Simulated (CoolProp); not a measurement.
Values from CoolProp's reference Helmholtz-energy equation of state, Lemmon 2006. It is a short technical equation, of lower accuracy than the large ones.

### Question
Give the vapour pressure (MPa), vapour density (kg/m³), surface tension (mN/m) of saturated acetone at 473.1 K.

### Answer
```csv
T (K),p (MPa),vapour density (kg/m³),surface tension (mN/m)
473.1,2.76,69.7,2.84
```

Surface tension comes from a separate correlation (Mulero 2012).
